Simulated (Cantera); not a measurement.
Charge: 1 mol H2S, 4.5 mol O2, 0.16 mol H2, held at 1.00 Torr.

Method: chemical equilibrium by Gibbs-energy minimisation in Cantera with the NASA 1993 tables (ideal gas, pure condensed phases). Candidate condensed phases: H2O, H2SO4, S; 19 gas species. Equilibrium is a limit: real reactors are often held back by kinetics, nucleation or transport.

**Question.** At 1850 K, list the 5 most abundant gas species with their mole fractions, and the condensed phases.

**Answer.** O2 0.568, H2O 0.222, SO2 0.196, OH 0.00925, O 0.00398. Condensed: gas only.
